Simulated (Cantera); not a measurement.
A perfectly stirred reactor is fed with CO : H₂ : CH₄ : O₂ : N₂ : H₂O = 1 : 0.71 : 1 : 4.84 : 58.1 : 9.1 (molar parts), at 390 Torr; it is adiabatic with a 800 K inlet, and is followed from long to short residence time, starting on the burning branch (τ in s: 0.094, 0.039, 0.016, 0.0066, 0.0027, 0.0011, 0.00047, 0.00019, 7.9e-05, 3.3e-05).

Cantera simulation using GRI-Mech 3.0 (53 species, 325 reactions); the numbers are that mechanism's predictions, not measurements.

| quantity | before | after |
|---|---|---|
| blow-out, bracketed by the residence times tried | burning at 6.60 ms, out at 2.70 ms | not reached |
| x(CO) at τ = 94.0 ms | 0.000701 | 0.0134 |
| x(H₂) at τ = 94.0 ms | 0.000237 | 0.00950 |
| x(CH₄) at τ = 94.0 ms | 3.68e-5 | 0.0134 |
| x(C₂H₄) at τ = 94.0 ms | 3.53e-8 | <1e-12 |
| x(H) at τ = 94.0 ms | 2.86e-5 | <1e-12 |
| x(CO) at τ = 1.10 ms | 0.0134 | 0.0134 |
| x(H₂) at τ = 1.10 ms | 0.00950 | 0.00950 |
| x(CH₄) at τ = 1.10 ms | 0.0134 | 0.0134 |
| x(C₂H₄) at τ = 1.10 ms | <1e-12 | <1e-12 |
| x(H) at τ = 1.10 ms | <1e-12 | <1e-12 |
| state | not reached | not burning at any residence time tried |

### Question
Which change was made?
A. pressure from 390 Torr to 195 Torr
B. inlet temperature 800 to 725 K
C. inlet temperature 800 to 675 K
D. inlet temperature 800 to 650 K

### Answer
D, inlet temperature 800 to 650 K
